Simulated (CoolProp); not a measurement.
Vapour-liquid equilibrium of benzene (1) + n-nonane (2) at 0.594 bar; x and y are mole fractions of (1).

The numbers come from the multi-fluid Helmholtz-energy mixture model, Thol 2012 and Lemmon 2006; pair parameters Bell 2016 in CoolProp.

```tsv
x	bubble temperature (K)	y at the bubble point	dew temperature at overall composition x (K)	liquid density (mol/L)
0.05	391.9	0.353	403.2	5.099
0.2	368.8	0.745	398.0	5.703
0.35	357.5	0.858	392.0	6.321
0.5	350.8	0.909	384.9	7.019
0.65	346.0	0.942	376.0	7.848
0.8	341.9	0.968	363.8	8.864
0.95	338.1	0.992	344.7	10.14
```

No azeotrope shows between x = 0.05 and 0.95.

The pair parameters rest on a limited set of measurements; away from them the model extrapolates.
